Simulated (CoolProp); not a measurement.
Model: reference Helmholtz-energy equation of state, Wagner 2002, in CoolProp.

Problem. For water, give the phase and the cp (kJ/(kg K)), speed of sound (m/s), Prandtl number at 405.15 °C and 10000 kPa; 405.15 °C and 40000 kPa.

Solution. 
- 405.15 °C and 10000 kPa: gas; cp 3.04, speed of sound 586, Prandtl number 1.10
- 405.15 °C and 40000 kPa: supercritical; cp 9.42, speed of sound 601, Prandtl number 1.40

Viscosity comes from a separate model (Huber 2009). Thermal conductivity comes from a separate model (Huber 2012).
